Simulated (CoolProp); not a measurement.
Vapour-liquid equilibrium of methane (1) + ethane (2) at 1.69 bar; x and y are mole fractions of (1).

Model: multi-fluid Helmholtz-energy mixture model, Setzmann 1991 and Bücker 2006; pair parameters Kunz 2012, in CoolProp.

| x | bubble temperature (K) | y at the bubble point | dew temperature at overall composition x (K) | liquid density (mol/L) |
|---|---|---|---|---|
| 0.05 | 170.2 | 0.744 | 193.5 | 18.86 |
| 0.15 | 146.8 | 0.960 | 191.3 | 20.24 |
| 0.25 | 137.2 | 0.986 | 188.8 | 21.11 |
| 0.35 | 131.7 | 0.993 | 186.0 | 21.84 |
| 0.45 | 128.2 | 0.996 | 182.9 | 22.51 |
| 0.55 | 125.6 | 0.997 | 179.4 | 23.14 |
| 0.65 | 123.6 | 0.998 | 175.2 | 23.75 |
| 0.75 | 121.9 | 0.999 | 169.9 | 24.35 |
| 0.85 | 120.4 | 0.999 | 162.6 | 24.92 |
| 0.95 | 119.0 | 1.000 | 149.2 | 25.46 |

No azeotrope shows between x = 0.05 and 0.95.

Pair parameters are fitted to limited data, so mixtures are less certain than the pure fluids.
